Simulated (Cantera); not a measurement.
What does this Cantera script print?

```python
import numpy as np
import cantera as ct

gas = ct.Solution("gri30.yaml")
gas.TPX = 1473, 500000, {'CH4': 1, 'CO': 0.9, 'O2': 1.29, 'N2': 9.28}
reactor = ct.IdealGasConstPressureReactor(gas, energy="on", clone=False)
net = ct.ReactorNet([reactor])
net.rtol, net.atol = 1e-08, 1e-16
show = ['CH4', 'CO', 'O2', 'H2O', 'C2H', 'CO2']
times = np.geomspace(2e-06, 7, 15)

steps = ct.SolutionArray(gas, extra=["t"])
rows = []
print(f"{'t/s':>10s}{'T/K':>9s}{'P/Pa':>11s}" + "".join(f"{s:>11s}" for s in show))
for t in times:
    while net.time < t:
        t_next = net.step()
        steps.append(gas.state, t=t_next)
    rows.append([np.interp(t, steps.t, y) for y in (steps.T, steps.P, *steps(*show).X.T)])
    print(f"{t:10.3e}{rows[-1][0]:9.1f}{rows[-1][1]:11.4g}" + "".join(f"{x:11.3e}" for x in rows[-1][2:]))
rate = np.gradient(steps.T, steps.t)
print("integrator steps:", len(steps.t))
if steps.T.max() > steps.T[0] + 200:
    print(f"time of steepest temperature rise: {steps.t[rate.argmax()]:.4e} s")
gas.TPX = 1473, 500000, {'CH4': 1, 'CO': 0.9, 'O2': 1.29, 'N2': 9.28}
gas.equilibrate("HP")
print(f"equilibrium (HP): T = {gas.T:.1f} K  " + "  ".join(f"{s} {gas[s].X[0]:.3e}" for s in show))
```

It prints:

```
       t/s      T/K       P/Pa        CH4         CO         O2        H2O        C2H        CO2
 2.000e-06   1473.0      5e+05  8.019e-02  7.217e-02  1.034e-01  1.907e-07  3.587e-25  1.704e-07
 5.868e-06   1473.0      5e+05  8.019e-02  7.217e-02  1.034e-01  8.315e-07  2.281e-23  6.535e-07
 1.721e-05   1473.0      5e+05  8.018e-02  7.217e-02  1.034e-01  4.075e-06  4.203e-21  2.614e-06
 5.050e-05   1473.0      5e+05  8.015e-02  7.216e-02  1.034e-01  2.251e-05  1.114e-18  9.851e-06
 1.482e-04   1473.8      5e+05  7.994e-02  7.214e-02  1.033e-01  1.405e-04  2.188e-16  4.131e-05
 4.347e-04   1478.9      5e+05  7.888e-02  7.209e-02  1.027e-01  8.300e-04  2.190e-14  2.254e-04
 1.275e-03   1603.7      5e+05  5.713e-02  7.634e-02  8.570e-02  1.920e-02  1.129e-09  4.065e-03
 3.742e-03   2330.0      5e+05  5.106e-11  1.145e-01  2.647e-06  8.978e-02  6.239e-17  2.957e-02
 1.098e-02   2330.2      5e+05  5.003e-11  1.145e-01  2.656e-06  8.980e-02  6.108e-17  2.958e-02
 3.221e-02   2330.4      5e+05  4.954e-11  1.144e-01  2.663e-06  8.981e-02  6.050e-17  2.959e-02
 9.449e-02   2330.4      5e+05  4.947e-11  1.144e-01  2.664e-06  8.981e-02  6.042e-17  2.959e-02
 2.772e-01   2330.4      5e+05  4.947e-11  1.144e-01  2.664e-06  8.981e-02  6.042e-17  2.959e-02
 8.133e-01   2330.4      5e+05  4.947e-11  1.144e-01  2.664e-06  8.981e-02  6.042e-17  2.959e-02
 2.386e+00   2330.4      5e+05  4.947e-11  1.144e-01  2.664e-06  8.981e-02  6.042e-17  2.959e-02
 7.000e+00   2330.4      5e+05  4.947e-11  1.144e-01  2.664e-06  8.981e-02  6.042e-17  2.959e-02
integrator steps: 2185
time of steepest temperature rise: 1.3525e-03 s
equilibrium (HP): T = 2330.4 K  CH4 5.506e-11  CO 1.144e-01  O2 2.664e-06  H2O 8.981e-02  C2H 6.631e-17  CO2 2.959e-02
```

Detailed kinetics in Cantera: GRI-Mech 3.0 (53 species, 325 reactions).
